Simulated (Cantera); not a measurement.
**Thermodynamics of chlorosilane synthesis and conversion, feed Si + HCl + H2**

Charge: 1 mol Si, a varied amount of HCl, 2.8 mol H2, at 475 °C and 1.00 bar.

Method: chemical equilibrium by Gibbs-energy minimisation in Cantera with the NASA 1993 tables (ideal gas, pure condensed phases). Candidate condensed phases: Si; 19 gas species. The tables' values for SiCl3 are old estimates; treat these amounts as uncertain. Equilibrium is a limit: real reactors are often held back by kinetics, nucleation or transport.

```
n(HCl) (mol)   x H2  x SiCl4     x HCl  x SiHCl3  x SiH2Cl2  x SiH3Cl  x SiCl3  n Si(s)
------------  -----  -------  --------  --------  ---------  --------  -------  -------
0.71          0.938   0.0325  0.000498    0.0269    0.00163   2.19e-5  6.26e-6    0.798
0.91          0.925   0.0410  0.000524    0.0318    0.00180   2.27e-5  7.45e-6    0.742
1.2           0.907   0.0524  0.000552    0.0378    0.00200   2.35e-5  8.95e-6    0.662
1.5           0.891   0.0631  0.000573    0.0431    0.00215   2.39e-5  1.03e-5    0.579
1.9           0.872   0.0759  0.000594    0.0490    0.00231   2.43e-5  1.18e-5    0.470
2.4           0.852   0.0898  0.000612    0.0549    0.00246   2.45e-5  1.34e-5    0.333
3.1           0.829    0.106  0.000629    0.0614    0.00260   2.45e-5  1.52e-5    0.142
4             0.820    0.165   0.00773   0.00768    2.61e-5   1.98e-8  1.91e-6        0
5.1           0.695    0.145     0.160  0.000277    3.87e-8  1.20e-12  7.48e-8        0
```
x: gas mole fraction; n: condensed amount in mol.

From 0.71 mol HCl to 3.1 mol HCl the condensed part is Si(s). From 4 mol HCl to 5.1 mol HCl nothing is condensed. The main Si-bearing gas is SiCl4 throughout.
